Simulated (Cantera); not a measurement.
Adiabatic ignition

An adiabatic, constant-pressure homogeneous reactor starts with 1.79 % CH₄, 0.268 % CO, 8.45 % O₂, 84.5 % N₂, 5.01 % H₂O, equivalence ratio 0.44, at 1150 K and 750 Torr.

Model: GRI-Mech 3.0 (53 species, 325 reactions), integrated in Cantera.

```json
[
 {"t (s)": "2.00e-6", "T (K)": "1150", "x CH₄": "0.0179", "x CO": "0.00268", "x O₂": "0.0845", "x H": "<1e-12", "x O": "8.29e-12", "x H₂O₂": "<1e-12", "x C₂H₂": "<1e-12"},
 {"t (s)": "5.51e-6", "T (K)": "1150", "x CH₄": "0.0179", "x CO": "0.00268", "x O₂": "0.0845", "x H": "1.23e-12", "x O": "1.75e-11", "x H₂O₂": "<1e-12", "x C₂H₂": "<1e-12"},
 {"t (s)": "1.52e-5", "T (K)": "1150", "x CH₄": "0.0179", "x CO": "0.00268", "x O₂": "0.0845", "x H": "1.82e-12", "x O": "2.66e-11", "x H₂O₂": "<1e-12", "x C₂H₂": "<1e-12"},
 {"t (s)": "4.18e-5", "T (K)": "1150", "x CH₄": "0.0179", "x CO": "0.00268", "x O₂": "0.0845", "x H": "2.26e-12", "x O": "2.91e-11", "x H₂O₂": "1.71e-12", "x C₂H₂": "<1e-12"},
 {"t (s)": "0.000115", "T (K)": "1150", "x CH₄": "0.0179", "x CO": "0.00268", "x O₂": "0.0845", "x H": "3.18e-12", "x O": "3.06e-11", "x H₂O₂": "1.22e-11", "x C₂H₂": "<1e-12"},
 {"t (s)": "0.000317", "T (K)": "1150", "x CH₄": "0.0179", "x CO": "0.00268", "x O₂": "0.0845", "x H": "5.84e-12", "x O": "3.46e-11", "x H₂O₂": "7.80e-11", "x C₂H₂": "<1e-12"},
 {"t (s)": "0.000875", "T (K)": "1150", "x CH₄": "0.0179", "x CO": "0.00268", "x O₂": "0.0845", "x H": "1.42e-11", "x O": "4.75e-11", "x H₂O₂": "3.93e-10", "x C₂H₂": "<1e-12"},
 {"t (s)": "0.00241", "T (K)": "1150", "x CH₄": "0.0179", "x CO": "0.00268", "x O₂": "0.0845", "x H": "4.65e-11", "x O": "9.66e-11", "x H₂O₂": "1.32e-9", "x C₂H₂": "<1e-12"},
 {"t (s)": "0.00664", "T (K)": "1150", "x CH₄": "0.0179", "x CO": "0.00268", "x O₂": "0.0845", "x H": "2.07e-10", "x O": "3.35e-10", "x H₂O₂": "2.69e-9", "x C₂H₂": "<1e-12"},
 {"t (s)": "0.0183", "T (K)": "1150", "x CH₄": "0.0179", "x CO": "0.00268", "x O₂": "0.0845", "x H": "6.99e-10", "x O": "9.69e-10", "x H₂O₂": "4.39e-9", "x C₂H₂": "1.28e-12"},
 {"t (s)": "0.0504", "T (K)": "1150", "x CH₄": "0.0178", "x CO": "0.00269", "x O₂": "0.0844", "x H": "1.94e-9", "x O": "2.01e-9", "x H₂O₂": "1.40e-8", "x C₂H₂": "7.84e-11"},
 {"t (s)": "0.139", "T (K)": "1154", "x CH₄": "0.0172", "x CO": "0.00281", "x O₂": "0.0840", "x H": "3.02e-8", "x O": "1.95e-8", "x H₂O₂": "2.13e-7", "x C₂H₂": "2.02e-8"},
 {"t (s)": "0.383", "T (K)": "1572", "x CH₄": "<1e-12", "x CO": "1.30e-6", "x O₂": "0.0474", "x H": "5.53e-8", "x O": "2.25e-6", "x H₂O₂": "5.79e-9", "x C₂H₂": "<1e-12"},
 {"t (s)": "1.05", "T (K)": "1572", "x CH₄": "<1e-12", "x CO": "1.30e-6", "x O₂": "0.0474", "x H": "5.53e-8", "x O": "2.25e-6", "x H₂O₂": "5.79e-9", "x C₂H₂": "<1e-12"},
 {"t (s)": "2.90", "T (K)": "1572", "x CH₄": "<1e-12", "x CO": "1.30e-6", "x O₂": "0.0474", "x H": "5.53e-8", "x O": "2.25e-6", "x H₂O₂": "5.79e-9", "x C₂H₂": "<1e-12"},
 {"t (s)": "8.00", "T (K)": "1572", "x CH₄": "<1e-12", "x CO": "1.30e-6", "x O₂": "0.0474", "x H": "5.53e-8", "x O": "2.25e-6", "x H₂O₂": "5.79e-9", "x C₂H₂": "<1e-12"}
]
```
x: mole fraction; the columns are a selection and need not sum to one.

| Quantity | Result |
|---|---|
| time of steepest temperature rise | 0.171 s |
| temperature at 8.00 s | 1572 K |
| equilibrium temperature | 1570 K |
| x(CH₄) at 8.00 s | <1e-12 (gas-phase equilibrium <1e-12) |
| x(CO) at 8.00 s | 1.30e-6 (gas-phase equilibrium 1.27e-6) |
| x(O₂) at 8.00 s | 0.0474 (gas-phase equilibrium 0.0470) |
